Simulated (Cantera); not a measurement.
Charge: 1 mol SiH4, 19 mol H2O, 2.2 mol N2, 1.6 mol CO2, at 100000 Pa.

Cantera equilibrium calculation (NASA polynomials, part measured and part estimated; ideal gas, pure solids and liquids). Candidate condensed phases: C, C6H6, C7H8, C8H18, H2O, Si, SiC, SiO2, Si2N2O, Si3N4; 151 gas species. The tables hold silica as quartz up to 1696 K and as liquid above; real silica turns to tridymite and cristobalite and melts near 1996 K. Rates play no part. All values below are at 1200 K.

Base state: H2O 0.700, H2 0.147, N2 0.0887, CO2 0.0501, CO 0.0144 (mole fractions); condensed: SiO2(β-quartz).

### Question
What changes in the equilibrium state with this change: SiH4 replaced by Si2H6?

### Answer
```csv
species,before,after
H2O,0.700,0.604
H2,0.147,0.249
N2,0.0887,0.0853
CO2,0.0501,0.0396
CO,0.0144,0.0224
"SiO2(β-quartz), mol",1.00,2.00
```
The feed counts by its element totals alone.

### Question
What changes in the equilibrium state with this change: CO2 from 1.6 to 24 mol?

### Answer
```
species              before   after
-------------------  ------  ------
CO2                  0.0501   0.457
H2O                   0.700   0.411
CO                   0.0144  0.0512
H2                    0.147  0.0335
N2                   0.0887  0.0466
SiO2(β-quartz), mol    1.00    1.00
```
